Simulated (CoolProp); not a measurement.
Properties of R245fa along the isotherm 399.5 K (Tc = 427.0 K, pc = 3651 kPa, ω = 0.378).

The numbers come from the reference Helmholtz-energy equation of state, Akasaka 2015 in CoolProp.

```
p (kPa)   phase  density (kg/m³)  cv (kJ/(kg K))  speed of sound (m/s)
-------  ------  ---------------  --------------  --------------------
652         gas            28.64          0.9998                 150.9
1300        gas              [?]           1.032                 136.8
1960        gas              [?]           1.082                 116.8
2610     liquid            973.6           1.098                 252.1
3260     liquid              [?]           1.095                 271.0
3910     liquid             1002             [?]                 287.6
4560     liquid             1014           1.090                 302.5
5220     liquid             1024           1.088                 316.3
5870     liquid             1034           1.087                 328.7
6520     liquid             1042           1.086                 340.4
7170     liquid             1050           1.084                 351.3
7820     liquid             1058           1.083                 361.7
8480     liquid             1065           1.083                 371.6
9130     liquid             1072           1.082                 380.9
```

Question: What belongs in the gaps?

Answer: 
- 1300, density (kg/m³): 63.86
- 1960, density (kg/m³): 114.8
- 3260, density (kg/m³): 989.2
- 3910, cv (kJ/(kg K)): 1.092
